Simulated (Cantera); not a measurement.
## B2H6 + N2 + H2 (boron, boron nitride and boron oxide)

Feed: 1 mol B2H6, 41 mol N2, 0.11 mol H2, held at 2050 K.

These are equilibrium values from Cantera (NASA tables, ideal gas, pure condensed phases), not measurements of a reactor. Candidate condensed phases: B, BN; 15 gas species. The feed counts by its element totals alone. The tables' values for BH2 are old estimates; treat these amounts as uncertain. Equilibrium is a limit: real reactors are often held back by kinetics, nucleation or transport.

At 10.0 Pa the condensed part is B(s). From 28.0 Pa to 1.00 bar the condensed part is BN(s).

```tsv
P (Pa)	x N2	x H2	x H	x B	x BH2	x BN	x BH	x NH3	n B(s)	n BN(s)
10	0.904	0.0446	0.0479	0.00300	2.76e-5	2.75e-5	1.21e-5	1.66e-11	1.86	0
28	0.912	0.0550	0.0318	0.00105	3.32e-5	1.61e-5	7.86e-6	6.38e-11	0	1.95
77	0.918	0.0612	0.0202	0.000229	2.23e-5	5.87e-6	3.01e-6	2.07e-10	0	1.99
220	0.922	0.0655	0.0124	4.73e-5	1.41e-5	2.05e-6	1.09e-6	6.56e-10	0	2.00
600	0.924	0.0680	0.00764	1.05e-5	8.83e-6	7.53e-7	4.06e-7	1.90e-9	0	2.00
1700	0.926	0.0697	0.00459	2.20e-6	5.37e-6	2.66e-7	1.45e-7	5.57e-9	0	2.00
4600	0.927	0.0706	0.00281	4.93e-7	3.31e-6	9.83e-8	5.38e-8	1.54e-8	0	2.00
13000	0.927	0.0712	0.00168	1.04e-7	1.98e-6	3.48e-8	1.91e-8	4.41e-8	0	2.00
36000	0.927	0.0716	0.00101	2.25e-8	1.20e-6	1.26e-8	6.92e-9	1.23e-7	0	2.00
100000	0.928	0.0718	0.000608	4.86e-9	7.21e-7	4.52e-9	2.50e-9	3.43e-7	0	2.00
```
x: gas mole fraction; n: condensed amount in mol.
